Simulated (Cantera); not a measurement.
**Adiabatic ignition**

An adiabatic, constant-volume homogeneous reactor starts with 5.54 % CH4, 0.394 % CO, 19.8 % O2, 74.3 % N2, at 1623 K and 1.00 bar.

Model: GRI-Mech 3.0 (53 species, 325 reactions), integrated in Cantera.

```csv
t (s),T (K),P (bar),x CH4,x CO,x O2,x HCN,x H2O2,x H2
9.00e-6,1623,1.000,0.0554,0.00394,0.198,<1e-12,1.85e-8,7.52e-7
1.95e-5,1623,1.000,0.0554,0.00394,0.198,<1e-12,4.47e-8,1.85e-6
4.24e-5,1623,1.000,0.0554,0.00393,0.198,<1e-12,9.34e-8,5.17e-6
9.19e-5,1623,1.00,0.0552,0.00394,0.198,<1e-12,1.73e-7,2.06e-5
0.000199,1627,1.00,0.0540,0.00404,0.197,1.28e-12,6.11e-7,0.000223
0.000433,2681,1.69,<1e-12,0.0154,0.0836,2.56e-11,3.00e-7,0.00486
0.000939,2725,1.71,<1e-12,0.0134,0.0811,5.65e-11,3.84e-7,0.00413
0.00204,2716,1.70,<1e-12,0.0132,0.0780,8.37e-11,3.72e-7,0.00407
0.00442,2709,1.70,<1e-12,0.0130,0.0758,1.01e-10,3.63e-7,0.00403
0.00959,2708,1.70,<1e-12,0.0130,0.0753,1.04e-10,3.61e-7,0.00402
0.0208,2708,1.70,<1e-12,0.0130,0.0752,1.04e-10,3.61e-7,0.00402
0.0451,2708,1.70,<1e-12,0.0130,0.0752,1.04e-10,3.61e-7,0.00402
0.0979,2708,1.70,<1e-12,0.0130,0.0752,1.04e-10,3.61e-7,0.00402
0.212,2708,1.70,<1e-12,0.0130,0.0752,1.04e-10,3.61e-7,0.00402
0.461,2708,1.70,<1e-12,0.0130,0.0752,1.04e-10,3.61e-7,0.00402
1.00,2708,1.70,<1e-12,0.0130,0.0752,1.04e-10,3.61e-7,0.00402
```
x: mole fraction; the columns are a selection and need not sum to one.

| Property | Value |
|---|---|
| time of steepest temperature rise | 0.334 ms |
| temperature at 1.00 s | 2708 K |
| equilibrium temperature | 2708 K |
| x(CH4) at 1.00 s | <1e-12 (gas-phase equilibrium <1e-12) |
| x(CO) at 1.00 s | 0.0130 (gas-phase equilibrium 0.0130) |
| x(O2) at 1.00 s | 0.0752 (gas-phase equilibrium 0.0752) |
